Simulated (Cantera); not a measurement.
What does this Cantera script print?

```python
import numpy as np
import cantera as ct

gas = ct.Solution("gri30.yaml")
gas.TPX = 1798, 3600, {'NO': 1, 'N2': 0.16}
reactor = ct.IdealGasConstPressureReactor(gas, energy="off", clone=False)
net = ct.ReactorNet([reactor])
net.rtol, net.atol = 1e-08, 1e-18
show = ['NO', 'O', 'N2', 'O2', 'NO2', 'N2O']
times = np.geomspace(1e-05, 300, 15)

steps = ct.SolutionArray(gas, extra=["t"])
rows = []
print(f"{'t/s':>10s}{'T/K':>9s}{'P/Pa':>11s}" + "".join(f"{s:>11s}" for s in show))
for t in times:
    while net.time < t:
        t_next = net.step()
        steps.append(gas.state, t=t_next)
    rows.append([np.interp(t, steps.t, y) for y in (steps.T, steps.P, *steps(*show).X.T)])
    print(f"{t:10.3e}{rows[-1][0]:9.1f}{rows[-1][1]:11.4g}" + "".join(f"{x:11.3e}" for x in rows[-1][2:]))
rate = np.gradient(steps.T, steps.t)
print("integrator steps:", len(steps.t))
if steps.T.max() > steps.T[0] + 200:
    print(f"time of steepest temperature rise: {steps.t[rate.argmax()]:.4e} s")
gas.TPX = 1798, 3600, {'NO': 1, 'N2': 0.16}
gas.equilibrate("TP")
print(f"equilibrium (TP): T = {gas.T:.1f} K  " + "  ".join(f"{s} {gas[s].X[0]:.3e}" for s in show))
```

It prints:

```
       t/s      T/K       P/Pa         NO          O         N2         O2        NO2        N2O
 1.000e-05   1798.0       3600  8.621e-01  6.077e-08  1.379e-01  4.868e-12  4.179e-11  6.080e-08
 3.420e-05   1798.0       3600  8.621e-01  2.076e-07  1.379e-01  5.723e-11  4.909e-10  2.079e-07
 1.170e-04   1798.0       3600  8.621e-01  7.066e-07  1.379e-01  6.645e-10  5.681e-09  7.106e-07
 4.002e-04   1798.0       3600  8.621e-01  2.378e-06  1.379e-01  7.663e-09  6.472e-08  2.424e-06
 1.369e-03   1798.0       3600  8.621e-01  7.725e-06  1.379e-01  8.854e-08  7.060e-07  8.209e-06
 4.682e-03   1798.0       3600  8.620e-01  2.280e-05  1.379e-01  1.120e-06  6.536e-06  2.715e-05
 1.601e-02   1798.0       3600  8.619e-01  5.383e-05  1.380e-01  1.942e-05  3.517e-05  8.261e-05
 5.477e-02   1798.0       3600  8.613e-01  7.746e-05  1.381e-01  2.134e-04  6.055e-05  1.939e-04
 1.873e-01   1798.0       3600  8.594e-01  8.762e-05  1.390e-01  1.118e-03  6.797e-05  2.672e-04
 6.408e-01   1798.0       3600  8.529e-01  9.609e-05  1.423e-01  4.369e-03  7.996e-05  2.642e-04
 2.192e+00   1798.0       3600  8.306e-01  1.189e-04  1.534e-01  1.548e-02  1.119e-04  2.439e-04
 7.497e+00   1798.0       3600  7.568e-01  1.717e-04  1.904e-01  5.234e-02  1.741e-04  1.906e-04
 2.564e+01   1798.0       3600  5.484e-01  2.650e-04  2.946e-01  1.564e-01  2.202e-04  9.077e-05
 8.771e+01   1798.0       3600  2.031e-01  3.676e-04  4.673e-01  3.291e-01  1.205e-04  1.132e-05
 3.000e+02   1798.0       3600  2.663e-02  4.095e-04  5.555e-01  4.174e-01  1.790e-05  2.254e-07
integrator steps: 928
equilibrium (TP): T = 1798.0 K  NO 5.019e-03  O 4.143e-04  N2 5.663e-01  O2 4.282e-01  NO2 3.419e-06  N2O 4.641e-08
```

Computed with Cantera and GRI-Mech 3.0 (53 species, 325 reactions). Radical loss at walls, strong at low pressure, is not modelled.
